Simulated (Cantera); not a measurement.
A Cantera script and what it prints.

```python
import numpy as np
import cantera as ct

gas_names = """
    H HO2 H2 H2O H2O2 Hg O OH O2 O3
""".split()
cond_names = """
    H2O(s) H2O(L) Hg(cr) Hg(L) HgO(s)
""".split()


# ... load() reads the species with a 1 bar reference pressure and builds the phases ...
atoms = {
    'Hg': {'Hg': 1},
    'O2': {'O': 2},
    'H2': {'H': 2},
}
top_T = {}  # K; cautious upper limits of use, not melting points


# ... equilibrate(T, P, feed) seeds the gas with the atoms and calls Mixture.equilibrate('TP', solver="vcs", rtol=1e-11, max_steps=5000) ...
results = []
feed = {'Hg': 1, 'O2': 0.021, 'H2': 12}  # mol
T = 623.15  # K
P = 10000  # Pa
mix = equilibrate(T, P, feed)
results.append((T, P, feed, dict(zip(mix.species_names, mix.species_moles))))
print(gas.report(threshold=1e-06))
for i in range(1, mix.n_phases):
    print(f"{mix.phase(i).name:16s} {mix.phase_moles(i):12.5e} mol")
```

Result:

```
       temperature   623.15 K
          pressure   10000 Pa
           density   0.033473 kg/m^3
  mean mol. weight   17.343 kg/kmol
   phase of matter   gas

                          1 kg             1 kmol
                     ---------------   ---------------
          enthalpy        7.6314e+05        1.3235e+07  J
   internal energy        4.6439e+05        8.0538e+06  J
           entropy             10202        1.7692e+05  J/K
    Gibbs function        -5.594e+06       -9.7015e+07  J
 heat capacity c_p            1650.9             28631  J/K
 heat capacity c_v            1171.5             20317  J/K

                      mass frac. Y      mole frac. X     chem. pot. / RT
                     ---------------   ---------------   ---------------
                H2           0.10693           0.91985            -18.86
               H2O          0.003356         0.0032308           -78.311
                Hg           0.88972          0.076923           -14.604
     [   +7 minor]        4.1904e-17        7.2096e-16

Hg(L)             0.00000e+00 mol
HgO(s)            0.00000e+00 mol
```

Equilibrium computed with Cantera from the NASA thermochemical tables; the gas is ideal and each condensed phase is pure.
